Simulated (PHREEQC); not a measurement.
0.078 g of hydrous ferric oxide (600 m²/g; 0.2 weak and 0.005 strong sites per Fe, Dzombak-Morel constants, diffuse double layer) in 1 kg of water with 0.001 mol/kgw of an inert sodium salt and 0.012 mmol/kgw PbCl2, at 25 °C; the pH is set by adding NaOH or the inert anion's acid. Oxygen is held at 0.21 atm. CO2 from the air is kept out. Precipitation was switched off in this run.

Model: ion-association model, wateq4f.dat, run in PHREEQC.

Question: Predict Pb sorbed (%), surface charge σ (C/m²), surface potential ψ (mV) at pH = 3.5, 4.5, 6, 7, 8.5.

Answer: 
| pH | Pb sorbed (%) | surface charge σ (C/m²) | surface potential ψ (mV) |
|---|---|---|---|
| 3.5 | 3.6 | 0.176 | 225 |
| 4.5 | 29.7 | 0.081 | 192 |
| 6 | 77.0 | 0.021 | 124 |
| 7 | 99.5 | 0.007 | 71 |
| 8.5 | 100.0 | -0.001 | -15 |

The oxide is taken as insoluble; below pH 4 it would dissolve.
